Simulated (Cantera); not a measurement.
Input: 1 mol Pb, 3.6 mol NH3, a varied amount of H2, 0.046 mol H2S, held at 677 °C and 1.00 Torr.

Equilibrium computed with Cantera from the NASA thermochemical tables; the gas is ideal and each condensed phase is pure. Candidate condensed phases: Pb, PbS, S; 18 gas species. The numbers say what is thermodynamically allowed, not how fast it happens.

Task: What share of the Pb ends up in condensed phases as a function of n(H2) (mol), at 13, 29, 46, 62, 79, 96, 110, 130, 150, 160, 180, 200?

Result: 
```tsv
n(H2) (mol)	Pb condensed (%)	as
13	89.4	Pb(l)
29	83.4	Pb(l)
46	77.0	Pb(l)
62	71.0	Pb(l)
79	64.5	Pb(l)
96	58.1	Pb(l)
110	52.8	Pb(l)
130	45.2	Pb(l)
150	37.6	Pb(l)
160	33.8	Pb(l)
180	26.3	Pb(l)
200	18.7	Pb(l)
```
